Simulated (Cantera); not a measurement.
Cantera run:

```python
import numpy as np
import cantera as ct

gas_names = """
    C CH CH2 CH3 CH2OH CH3O CH4 CH3OH CN CO CO2 COOH C2 C2H CHCO,ketyl C2H2,acetylene C2H2,vinylidene
    CH2CO,ketene C2H3,vinyl CH3CN CH3CO,acetyl C2H4 C2H4O,ethylen CH3CHO,ethanal CH3COOH (HCOOH)2 C2H5
    C2H6 CH3OCH3 C2H5OH CCN CNC C2N2 C2O C3 C3H3,propargyl C3H4,allene C3H4,propyne C3H4,cyclo-
    C3H5,allyl C3H6,propylene C3H6,cyclo- C3H6O C3H7,n-propyl C3H7,i-propyl C3H8 C3H8O,1propanol
    C3H8O,2propanol C3O2 C4 C4H2 C4H4,1,3-cyclo- C4H6,butadiene C4H6,2-butyne C4H6,cyclo- C4H8,1-butene
    C4H8,cis2-buten C4H8,tr2-butene C4H8,isobutene C4H8,cyclo- (CH3COOH)2 C4H9,n-butyl C4H9,i-butyl
    C4H9,s-butyl C4H9,t-butyl C4H10,isobutane C4H10,n-butane C4N2 C5 C5H6,1,3cyclo- C5H8,cyclo-
    C5H10,1-pentene C5H10,cyclo- C5H11,pentyl C5H11,t-pentyl C5H12,n-pentane C5H12,i-pentane
    CH3C(CH3)2CH3 C6H2 C6H5,phenyl C6H5O,phenoxy C6H6 C6H5OH,phenol C6H10,cyclo- C6H12,1-hexene
    C6H12,cyclo- C6H13,n-hexyl C7H7,benzyl C7H8 C7H8O,cresol C7H14,1-heptene C7H15,n-heptyl
    C7H16,n-heptane C8H8,styrene C8H10,ethylbenz C8H16,1-octene C8H17,n-octyl C8H18,isooctane
    C8H18,n-octane C9H19,n-nonyl C10H8,naphthale C10H21,n-decyl C12H9,o-bipheny C12H10,bipheny H HCN HCO
    HCCN HNC HNCO HNO HNO2 HNO3 HO2 H2 HCHO,formaldehy HCOOH H2O H2O2 N NCO NH NH2 NH3 NH2OH NO NO2 NO3
    N2 N2H2 N2H4 N2O O OH O2 O3
""".split()
cond_names = """
    C(gr) C6H6(L) C7H8(L) C8H18(L),n-octa H2O(s) H2O(L)
""".split()


def load(file, names, dense=False):
    # The tables refer to 1 bar. Condensed volumes are neglected.
    table = {s.name: s for s in ct.Species.list_from_file(file)}
    out = []
    for n in names:
        d = dict(table[n].input_data)
        d["thermo"] = dict(d["thermo"], **{"reference-pressure": 1e5})
        if dense:
            d["equation-of-state"] = {"model": "constant-volume", "density": "1e6 g/cm^3"}
        out.append(ct.Species.from_dict(d))
    return out


gas = ct.Solution(thermo="ideal-gas", species=load("nasa_gas.yaml", gas_names))
cond = {s.name: ct.Solution(thermo="fixed-stoichiometry", species=[s], name=s.name)
        for s in load("nasa_condensed.yaml", cond_names, dense=True)}
atoms = {
    'n-butane': {'C': 4, 'H': 10},
    'H2O': {'H': 2, 'O': 1},
    'N2': {'N': 2},
}
top_T = {'C(gr)': 4500}  # K; cautious upper limits of use, not melting points


def equilibrate(T, P, feed):
    n = {}
    for name, mol in feed.items():
        for a, k in atoms[name].items():
            n[a] = n.get(a, 0.0) + k * mol
    gas.TPX = T, P, n
    mass = sum(n.values()) * gas.mean_molecular_weight
    gas.equilibrate("TP")
    valid = [c for c in cond.values() if c.min_temp <= T <= top_T.get(c.name, c.max_temp)]
    mix = ct.Mixture([(gas, mass / gas.mean_molecular_weight)] + [(c, 0.0) for c in valid])
    mix.T, mix.P = T, P
    mix.equilibrate("TP", solver="vcs", rtol=1e-11, max_steps=5000)
    return mix


results = []
feed = {'n-butane': 1, 'H2O': 0.11, 'N2': 9.3}  # mol
T = 2575  # K
for P in [10, 46, 220, 1000, 4600, 22000, 100000, 460000, 2200000, 10000000]:
    mix = equilibrate(T, P, feed)
    results.append((T, P, feed, dict(zip(mix.species_names, mix.species_moles))))
    x = sorted(zip(gas.X, gas.species_names), reverse=True)
    print(f"T = {T:g} K  P = {P:g} Pa  gas = {mix.phase_moles(0):.4g} mol")
    print("   x: " + "  ".join(f"{s} {v:.3e}" for v, s in x if v > 1e-05))
    print("   condensed (mol): " + ("  ".join(f"{mix.phase(i).name} {mix.phase_moles(i):.4g}"
          for i in range(1, mix.n_phases) if mix.phase_moles(i) > 1e-12) or "none"))
```

Output:

```
T = 2575 K  P = 10 Pa  gas = 19.72 mol
   x: H 4.712e-01  N2 4.606e-01  H2 1.851e-02  C3 1.542e-02  CN 1.281e-02  HCN 7.844e-03  CO 5.577e-03  C 4.527e-03  C2 1.441e-03  HNC 9.987e-04  C2H 5.803e-04  C2H2,acetylene 2.721e-04  C5 6.300e-05  C2N2 5.536e-05  N 3.894e-05  C4 1.283e-05
   condensed (mol): C(gr) 2.361
T = 2575 K  P = 46 Pa  gas = 18.42 mol
   x: N2 4.931e-01  H 4.078e-01  H2 6.376e-02  HCN 1.506e-02  CN 6.177e-03  CO 5.970e-03  C3 3.351e-03  HNC 1.918e-03  C 9.842e-04  C2H2,acetylene 9.373e-04  C2H 5.022e-04  C2 3.132e-04  C2N2 5.927e-05  N 1.879e-05  C5 1.369e-05
   condensed (mol): C(gr) 3.191
T = 2575 K  P = 220 Pa  gas = 16.95 mol
   x: N2 5.338e-01  H 2.814e-01  H2 1.452e-01  HCN 2.365e-02  CO 6.490e-03  HNC 3.011e-03  CN 2.939e-03  C2H2,acetylene 2.134e-03  C3 7.007e-04  C2H 3.465e-04  C 2.058e-04  C2 6.549e-05  C2N2 6.416e-05  C4H2 1.299e-05
   condensed (mol): C(gr) 3.259
T = 2575 K  P = 1000 Pa  gas = 15.82 mol
   x: N2 5.699e-01  H2 2.211e-01  H 1.629e-01  HCN 3.016e-02  CO 6.951e-03  HNC 3.839e-03  C2H2,acetylene 3.250e-03  CN 1.424e-03  C2H 2.006e-04  C3 1.542e-04  C2N2 6.849e-05  C 4.527e-05  C4H2 1.978e-05  C2 1.441e-05
   condensed (mol): C(gr) 3.208
T = 2575 K  P = 4600 Pa  gas = 15.16 mol
   x: N2 5.936e-01  H2 2.716e-01  H 8.416e-02  HCN 3.411e-02  CO 7.254e-03  HNC 4.343e-03  C2H2,acetylene 3.992e-03  CN 6.778e-04  C2H 1.036e-04  C2N2 7.135e-05  C3 3.351e-05  C4H2 2.430e-05
   condensed (mol): C(gr) 3.167
T = 2575 K  P = 22000 Pa  gas = 14.82 mol
   x: N2 6.068e-01  H2 2.996e-01  H 4.042e-02  HCN 3.622e-02  CO 7.421e-03  HNC 4.612e-03  C2H2,acetylene 4.405e-03  CN 3.133e-04  C2N2 7.293e-05  C2H 4.978e-05  C4H2 2.681e-05
   condensed (mol): C(gr) 3.144
T = 2575 K  P = 100000 Pa  gas = 14.66 mol
   x: N2 6.131e-01  H2 3.131e-01  HCN 3.722e-02  H 1.938e-02  CO 7.502e-03  HNC 4.739e-03  C2H2,acetylene 4.603e-03  CN 1.477e-04  C2N2 7.369e-05  C4H2 2.802e-05  C2H 2.387e-05  CH3 1.431e-05  CH4 1.308e-05
   condensed (mol): C(gr) 3.132
T = 2575 K  P = 460000 Pa  gas = 14.59 mol
   x: N2 6.162e-01  H2 3.196e-01  HCN 3.770e-02  H 9.129e-03  CO 7.541e-03  HNC 4.800e-03  C2H2,acetylene 4.698e-03  C2N2 7.406e-05  CN 6.905e-05  CH4 6.269e-05  CH3 3.164e-05  C4H2 2.859e-05  C2H 1.124e-05
   condensed (mol): C(gr) 3.126
T = 2575 K  P = 2.2e+06 Pa  gas = 14.54 mol
   x: N2 6.179e-01  H2 3.223e-01  HCN 3.791e-02  CO 7.562e-03  HNC 4.827e-03  C2H2,acetylene 4.737e-03  H 4.192e-03  CH4 3.048e-04  C2N2 7.427e-05  CH3 7.007e-05  CN 3.162e-05  NH3 3.048e-05  C4H2 2.883e-05  C2H4 1.886e-05  CH3CN 1.586e-05
   condensed (mol): C(gr) 3.119
T = 2575 K  P = 1e+07 Pa  gas = 14.51 mol
   x: N2 6.194e-01  H2 3.216e-01  HCN 3.791e-02  CO 7.576e-03  HNC 4.827e-03  C2H2,acetylene 4.727e-03  H 1.964e-03  CH4 1.380e-03  CH3 1.489e-04  NH3 1.383e-04  C2H4 8.537e-05  C2N2 7.445e-05  CH3CN 7.195e-05  C4H2 2.877e-05  CN 1.485e-05
   condensed (mol): C(gr) 3.101
```

These are equilibrium values from Cantera (NASA tables, ideal gas, pure condensed phases), not measurements of a reactor. The ideal-gas law is rough above about 30 bar.
